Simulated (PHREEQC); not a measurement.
H3PO4 is added in steps, without added water, to 1 kg of water holding 0.15 mol/kgw NaH2PO4, 0.0023 mol/kgw HCl and 0.0024 mol/kgw NiSO4, at 20 °C. Oxygen is held at 0.21 atm. CO2 from the air is kept out. Solids allowed: Ni(OH)2, Ni3(PO4)2, Ni4(OH)6SO4, Halite, Mirabilite, Morenosite. Others were left out.

Base run: PHREEQC, ion-association model, wateq4f.dat. Each further column changes one thing. The table gives pH.

| H3PO4 added (mol) | base | NiSO4 from 0.0024 to 0.00024 mol/kgw | 0.049 mol/kgw Pb(NO3)2 added | no solid may form |
|---|---|---|---|---|
| 0 | 3.82 | 3.82 | 2.16 | 3.82 |
| 0.009275 | 3.15 | 3.15 | 2.11 | 3.15 |
| 0.01723 | 2.93 | 2.93 | 2.07 | 2.93 |
| 0.0265 | 2.76 | 2.76 | 2.04 | 2.76 |
| 0.03578 | 2.64 | 2.64 | 2.00 | 2.64 |
| 0.04372 | 2.56 | 2.56 | 1.98 | 2.56 |
| 0.053 | 2.48 | 2.48 | 1.95 | 2.48 |

H3PO4, which wateq4f.dat lacks, is added to it with the constant of phreeqc.dat. The database has no phosphate complexes of Ni. The database has no phosphate complexes of Pb, Ni. Solids allowed in the column '0.049 mol/kgw Pb(NO3)2 added': Pb(OH)2, Anglesite, Cotunnite, Laurionite, Clpyromorphite, Hxypyromorphite, Larnakite, Ni(OH)2, Ni3(PO4)2, Ni4(OH)6SO4, Halite, Mirabilite, Morenosite.
